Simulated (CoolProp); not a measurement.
Vapour-liquid equilibrium of R143a (1) + R152A (2) at 0.39 bar; x and y are mole fractions of (1).

The numbers come from the multi-fluid Helmholtz-energy mixture model, Lemmon and Jacobsen 2000 and Outcalt 1996; pair parameters Bell 2016 in CoolProp.

```json
[
 {"x": "0.05", "bubble temperature, mixture model (K)": "226.9", "bubble temperature, Raoult's law (K)": "227.7", "y, mixture model": "…", "y, Raoult's law": "0.141"},
 {"x": "0.125", "bubble temperature, mixture model (K)": "223.7", "bubble temperature, Raoult's law (K)": "225.1", "y, mixture model": "0.357", "y, Raoult's law": "0.313"},
 {"x": "0.2", "bubble temperature, mixture model (K)": "221.1", "bubble temperature, Raoult's law (K)": "222.8", "y, mixture model": "0.487", "y, Raoult's law": "0.448"},
 {"x": "0.275", "bubble temperature, mixture model (K)": "219.0", "bubble temperature, Raoult's law (K)": "220.8", "y, mixture model": "…", "y, Raoult's law": "0.556"},
 {"x": "0.35", "bubble temperature, mixture model (K)": "217.2", "bubble temperature, Raoult's law (K)": "218.9", "y, mixture model": "0.659", "y, Raoult's law": "0.644"},
 {"x": "0.425", "bubble temperature, mixture model (K)": "215.7", "bubble temperature, Raoult's law (K)": "217.2", "y, mixture model": "0.720", "y, Raoult's law": "0.716"},
 {"x": "0.5", "bubble temperature, mixture model (K)": "214.3", "bubble temperature, Raoult's law (K)": "215.6", "y, mixture model": "0.771", "y, Raoult's law": "0.776"},
 {"x": "0.575", "bubble temperature, mixture model (K)": "…", "bubble temperature, Raoult's law (K)": "214.2", "y, mixture model": "0.815", "y, Raoult's law": "0.826"},
 {"x": "0.65", "bubble temperature, mixture model (K)": "212.0", "bubble temperature, Raoult's law (K)": "212.8", "y, mixture model": "0.854", "y, Raoult's law": "0.868"},
 {"x": "0.725", "bubble temperature, mixture model (K)": "…", "bubble temperature, Raoult's law (K)": "211.6", "y, mixture model": "0.889", "y, Raoult's law": "0.904"},
 {"x": "0.8", "bubble temperature, mixture model (K)": "210.0", "bubble temperature, Raoult's law (K)": "210.4", "y, mixture model": "0.922", "y, Raoult's law": "0.936"},
 {"x": "0.875", "bubble temperature, mixture model (K)": "209.1", "bubble temperature, Raoult's law (K)": "209.3", "y, mixture model": "0.952", "y, Raoult's law": "0.963"},
 {"x": "0.95", "bubble temperature, mixture model (K)": "208.2", "bubble temperature, Raoult's law (K)": "208.3", "y, mixture model": "0.981", "y, Raoult's law": "0.986"}
]
```

Task: Complete the blanks.

Result: 
- 0.05, y, mixture model: 0.172
- 0.275, y, mixture model: 0.584
- 0.575, bubble temperature, mixture model (K): 213.1
- 0.725, bubble temperature, mixture model (K): 211.0

The largest gap from Raoult's law is -1.8 K in bubble temperature, at x = 0.275. No azeotrope shows between x = 0.05 and 0.95.

Pair parameters are fitted to limited data, so mixtures are less certain than the pure fluids.
